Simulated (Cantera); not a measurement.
A closed system holds: 1 mol CH3F, 0.11 mol F2, equilibrated at 875 °C and 1.00 bar.

Method: chemical equilibrium by Gibbs-energy minimisation in Cantera with the NASA 1993 tables (ideal gas, pure condensed phases). The numbers say what is thermodynamically allowed, not how fast it happens.

```
species            before    after
----------------  -------  -------
HF                  0.581    0.578
H2                  0.415    0.422
CH4               0.00410  2.45e-5
C(graphite), mol    0.991    1.000
```
Gas species are given as mole fractions.

Question: What was changed between the two runs?
(A) pressure from 1.00 bar to 5.80 mbar
(B) pressure from 1.00 bar to 0.660 bar
(C) temperature from 875 °C to 3227 °C
(D) F2 from 0.11 to 0.45 mol

Answer: A, pressure from 1.00 bar to 5.80 mbar
